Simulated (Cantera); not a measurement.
**Thermodynamics of metals in furnace atmospheres, feed Cu + CO + H2**

A closed system holds: 1 mol Cu, 3.2 mol CO, 4 mol H2, at 1.00 bar.

Equilibrium computed with Cantera from the NASA thermochemical tables; the gas is ideal and each condensed phase is pure. Candidate condensed phases: C, C6H6, C7H8, C8H18, Cu, CuO, Cu(OH)2, Cu2O, H2O; 113 gas species. Equilibrium is a limit: real reactors are often held back by kinetics, nucleation or transport.

From 798 K to 1298 K the condensed part is C(graphite) + Cu(s). From 1398 K to 1998 K the condensed part is Cu(l).

| T (K) | log p H2 | log p CO | log p H2O | log p CO2 | log p CH4 | n C(graphite) | n Cu(s) | n Cu(l) |
|---|---|---|---|---|---|---|---|---|
| 798 | -0.50 | -1.38 | -0.49 | -0.74 | -0.86 | 1.61 | 1.00 | 0 |
| 898 | -0.34 | -0.81 | -0.75 | -0.85 | -1.17 | 1.31 | 1.00 | 0 |
| 998 | -0.28 | -0.49 | -1.16 | -1.21 | -1.58 | 0.645 | 1.00 | 0 |
| 1098 | -0.27 | -0.38 | -1.69 | -1.81 | -1.97 | 0.175 | 1.00 | 0 |
| 1198 | -0.26 | -0.36 | -2.20 | -2.43 | -2.32 | 0.0373 | 1.00 | 0 |
| 1298 | -0.26 | -0.35 | -2.64 | -2.98 | -2.62 | 0.00631 | 1.000 | 0 |
| 1398 | -0.26 | -0.35 | -3.02 | -3.45 | -2.88 | 0 | 0 | 1.000 |
| 1498 | -0.26 | -0.35 | -3.29 | -3.80 | -3.18 | 0 | 0 | 1.000 |
| 1598 | -0.26 | -0.35 | -3.52 | -4.09 | -3.44 | 0 | 0 | 1.000 |
| 1698 | -0.26 | -0.35 | -3.71 | -4.34 | -3.68 | 0 | 0 | 0.999 |
| 1798 | -0.26 | -0.35 | -3.85 | -4.53 | -3.92 | 0 | 0 | 0.996 |
| 1898 | -0.26 | -0.35 | -3.95 | -4.67 | -4.17 | 0 | 0 | 0.989 |
| 1998 | -0.26 | -0.35 | -4.01 | -4.77 | -4.41 | 0 | 0 | 0.969 |
log p: log10 of the partial pressure in bar; n: condensed amount in mol.
